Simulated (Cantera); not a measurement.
Mixture: CO : H₂ : O₂ : N₂ : H₂O = 1 : 0.45 : 0.24 : 1.6 : 0.073 (molar parts), equivalence ratio 3.0, at 13500 Torr, adiabatic and at constant volume. Ignition delay is the time to a rise of 400 K.

Detailed kinetics in Cantera: GRI-Mech 3.0 (53 species, 325 reactions). The hydrogen kinetics of GRI-Mech 3.0 are dated; newer H2 mechanisms differ, most at raised pressure. The pressure lies above the range GRI-Mech 3.0 was tuned for (to about 10 atm).

Question: Predict: delay at 1023 K; delay at 1123 K; delay at 1223 K; delay at 1323 K; delay at 1423 K; apparent activation energy between 1323 and 1423 K.

Answer: 
- delay at 1023 K: 1.44 ms
- delay at 1123 K: 0.205 ms
- delay at 1223 K: 35.1 µs
- delay at 1323 K: 7.75 µs
- delay at 1423 K: 2.99 µs
- apparent activation energy between 1323 and 1423 K: 150 kJ/mol
